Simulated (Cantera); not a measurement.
An isothermal plug-flow reactor at 923 K and 5.00 bar (inlet), inlet velocity 1.1 m/s, active area per volume 110 1/m; feed CO : O2 : N2 = 0.0068 : 0.073 : 0.79 (molar parts), equivalence ratio 0.047.

Cantera simulation using Deutschmann's 1995 Pt surface mechanism with GRI-Mech 3.0 gas chemistry; the numbers are that mechanism's predictions, not measurements. Catalytic surfaces can have several steady states; this one follows from the mechanism file's or the stated starting coverage. Mass transfer to the wall is taken as infinitely fast.

What does this change do: area per volume 110 to 36 1/m?


| quantity | before | after |
|---|---|---|
| x(CO) at z = 0.0041 m | 0.00112 | 0.00239 |
| x(O2) at z = 0.0041 m | 0.0808 | 0.0814 |
| x(H2O) at z = 0.0041 m | <1e-12 | <1e-12 |
| x(CO2) at z = 0.0041 m | 0.00673 | 0.00545 |
| θ(free Pt) at the exit | 0.0850 | 0.100 |
| θ(O*) at the exit | 0.914 | 0.898 |
